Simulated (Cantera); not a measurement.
A freely propagating, adiabatic, planar premixed flame of 9.25 % CH4, 19.1 % O2, 71.7 % N2, unburnt at 698 K and 0.560 bar; multicomponent transport, grid criteria slope 0.08 and curve 0.16, no radiation.

Model: GRI-Mech 3.0 (53 species, 325 reactions), integrated in Cantera. Burning velocities carry a grid error of a few per cent, more on coarse grids.

Predict: laminar burning velocity; thermal thickness; peak x(O); peak x(C2H2); peak x(H2).


* **laminar burning velocity**: 201 cm/s
* **thermal thickness**: 0.512 mm
* **peak x(O)**: 0.00679
* **peak x(C2H2)**: 0.000157
* **peak x(H2)**: 0.0262
